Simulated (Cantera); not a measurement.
# Equilibrium for abatement and gas-phase synthesis: HBr + H2O + O2

Feed: 1 mol HBr, 0.91 mol H2O, 0.18 mol O2, at 10.5 Torr.

These are equilibrium values from Cantera (NASA tables, ideal gas, pure condensed phases), not measurements of a reactor. Candidate condensed phases: Br2, H2O; 12 gas species. The numbers say what is thermodynamically allowed, not how fast it happens.

```tsv
T (°C)	x H2O	x H	x Br	x O	x Br2	x HBr	x H2	x OH	x O2
452	0.665	<1e-12	0.000244	<1e-12	0.188	0.147	3.83e-10	3.16e-12	2.74e-10
652	0.662	<1e-12	0.00799	<1e-12	0.184	0.146	1.83e-8	1.28e-8	5.74e-6
852	0.637	2.04e-10	0.0682	1.71e-9	0.144	0.149	2.96e-7	2.29e-6	0.00193
1052	0.573	3.52e-8	0.197	2.33e-7	0.0496	0.171	6.49e-6	4.53e-5	0.0100
1252	0.550	2.24e-6	0.268	4.67e-6	0.00863	0.164	0.000125	0.000305	0.00951
1452	0.549	6.04e-5	0.291	4.00e-5	0.00164	0.149	0.00148	0.00123	0.00663
1652	0.541	0.000792	0.307	0.000237	0.000427	0.130	0.00962	0.00386	0.00580
1852	0.513	0.00548	0.327	0.00133	0.000147	0.101	0.0319	0.0109	0.00914
2052	0.449	0.0240	0.338	0.00657	5.84e-5	0.0704	0.0668	0.0269	0.0184
2252	0.334	0.0771	0.329	0.0248	2.39e-5	0.0452	0.106	0.0519	0.0320
2452	0.185	0.187	0.296	0.0685	9.42e-6	0.0255	0.125	0.0724	0.0408
2652	0.0639	0.335	0.252	0.136	3.66e-6	0.0120	0.101	0.0663	0.0342
2852	0.0132	0.453	0.220	0.196	1.62e-6	0.00510	0.0551	0.0395	0.0184
3052	0.00208	0.512	0.205	0.228	8.73e-7	0.00218	0.0243	0.0182	0.00759
```
x: gas mole fraction; nothing condenses.

From 452 °C to 3052 °C nothing is condensed.
